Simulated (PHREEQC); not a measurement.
A column of 0.5 m (30 cells, dispersivity 0.018 m, 300 s a shift, diffusion coefficient 3e-10 m²/s) holds 0.21 eq of the database's cation exchanger X per kg of pore water, first in equilibrium with 0.099 mol/kgw NaCl, 0.022 mol/kgw CaCl2, 0.051 mol/kgw CdCl2 and 1e-05 mol/kgw HCl. It is flushed with 0.027 mol Na2SO4, 0.031 mol MnCl2 and 1e-05 mol HCl per kg of water, at 40 °C. Values are for the last cell. No CO2 enters from the air. Nothing may precipitate in this run.

Base run: PHREEQC, ion-association model, phreeqc.dat. Each further column changes one thing. The table gives Cd in solution (mol/kgw).

```
pore volumes      base  exchange capacity from 0.21 to 0.1 eq/kgw  dispersivity from 0.018 to 0.036 m
------------  --------  -----------------------------------------  ----------------------------------
0               0.0510                                     0.0510                              0.0510
0.8167          0.0384                                     0.0386                              0.0345
1.617           0.0117                                    0.00749                              0.0117
2.217          0.00731                                    0.00218                             0.00696
3.017          0.00234                                   0.000315                             0.00311
3.817         0.000624                                    4.12e-5                             0.00127
4.417         0.000230                                    8.68e-6                            0.000647
5.217          6.13e-5                                    1.04e-6                            0.000264
6.017          1.65e-5                                    1.20e-7                            0.000109
```

At this temperature some constants are extrapolated from 25 °C, and those without enthalpy data are left unchanged.
